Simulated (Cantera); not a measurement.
## Dilute partial oxidation

A perfectly stirred reactor is fed with 0.638 % CH3OH, 1.28 % O2, 98.1 % N2, equivalence ratio 0.75, at 2780 Torr; it is held at 1525 K, and followed from long to short residence time.

Model: GRI-Mech 3.0 (53 species, 325 reactions), integrated in Cantera. GRI-Mech 3.0 was tuned for natural gas; its chemistry of methanol as a main component is partial and can be far from experiment.

| τ (s) | x CH3OH | x O2 | x C2H4 | x N2O | x CO2 |
|---|---|---|---|---|---|
| 0.71 | 4.07e-7 | 0.00318 | <1e-12 | 5.81e-7 | 0.00632 |
| 0.25 | 7.94e-7 | 0.00320 | <1e-12 | 7.98e-7 | 0.00629 |
| 0.089 | 1.48e-6 | 0.00323 | <1e-12 | 9.04e-7 | 0.00623 |
| 0.032 | 2.62e-6 | 0.00330 | <1e-12 | 8.64e-7 | 0.00611 |
| 0.011 | 4.55e-6 | 0.00343 | 1.94e-12 | 7.38e-7 | 0.00588 |
| 0.0039 | 7.59e-6 | 0.00366 | 1.42e-11 | 6.09e-7 | 0.00550 |
| 0.0014 | 1.28e-5 | 0.00404 | 9.76e-11 | 5.01e-7 | 0.00487 |
x: mole fraction; the columns are a selection and need not sum to one.
